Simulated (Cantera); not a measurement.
A closed system holds: 1 mol CHF3, 0.21 mol CH4, at 0.100 bar.

Equilibrium computed with Cantera from the NASA thermochemical tables; the gas is ideal and each condensed phase is pure. Candidate condensed phases: C, C6H6, C7H8, C8H18; 95 gas species. Rates play no part.

x: gas mole fraction; n: condensed amount in mol.

```csv
T (K),x HF,x F,x C3,x CF,x CF2,x H,n C(graphite)
3025,0.630,0.283,0.00406,0.0345,0.0429,0.00418,0.943
3075,0.620,0.290,0.00680,0.0391,0.0355,0.00590,0.920
3125,0.609,0.295,0.0112,0.0438,0.0292,0.00826,0.874
3175,0.594,0.298,0.0181,0.0485,0.0238,0.0115,[?]
3225,0.576,0.299,0.0289,0.0532,0.0192,0.0157,[?]
3275,0.551,0.296,0.0453,0.0576,0.0153,0.0213,[?]
3325,0.516,0.290,0.0701,0.0614,0.0120,0.0284,[?]
```

Question: Complete the blanks.

Answer: 
- 3175, n C(graphite): 0.795
- 3225, n C(graphite): 0.665
- 3275, n C(graphite): 0.453
- 3325, n C(graphite): 0.109
